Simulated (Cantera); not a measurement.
A perfectly stirred reactor is fed with CH4 : H2 = 1 : 1.3 (molar parts), at 9.00 Torr; it is held at 1525 K, and followed from long to short residence time.

Model: GRI-Mech 3.0 (53 species, 325 reactions), integrated in Cantera. GRI-Mech 3.0 stops at C3 and has no aromatics, soot or wall deposition, so with more carbon than oxygen in the feed, carbon stays in small species such as C2H2 where larger ones or solid carbon would form. Radical loss at walls, strong at low pressure, is not modelled.

x: mole fraction; the columns are a selection and need not sum to one.

| τ (s) | x CH4 | x H2 | x C2H6 | x C2H4 | x CH3 |
|---|---|---|---|---|---|
| 4.8 | 0.230 | 0.698 | [?] | 0.00148 | 0.000584 |
| 1.9 | 0.308 | 0.647 | [?] | 0.00225 | 0.000731 |
| 0.73 | 0.372 | 0.605 | 0.000101 | 0.00275 | 0.000831 |
| 0.28 | 0.410 | 0.580 | 0.000106 | 0.00243 | 0.000840 |
| 0.11 | 0.427 | 0.569 | [?] | 0.00129 | 0.000718 |
| 0.042 | 0.433 | 0.566 | [?] | 0.000259 | 0.000435 |
| 0.016 | 0.434 | 0.565 | [?] | 1.98e-5 | 0.000187 |
| 0.0063 | 0.435 | 0.565 | [?] | 1.29e-6 | 7.57e-5 |
| 0.0024 | 0.435 | 0.565 | [?] | 7.16e-8 | 2.91e-5 |
| 0.00095 | 0.435 | 0.565 | [?] | 4.34e-9 | 1.15e-5 |

Task: Complete the blanks.

Result: 
- 4.8, x C2H6: 4.69e-5
- 1.9, x C2H6: 7.63e-5
- 0.11, x C2H6: 7.99e-5
- 0.042, x C2H6: 3.02e-5
- 0.016, x C2H6: 4.90e-6
- 0.0063, x C2H6: 5.43e-7
- 0.0024, x C2H6: 4.14e-8
- 0.00095, x C2H6: 2.93e-9
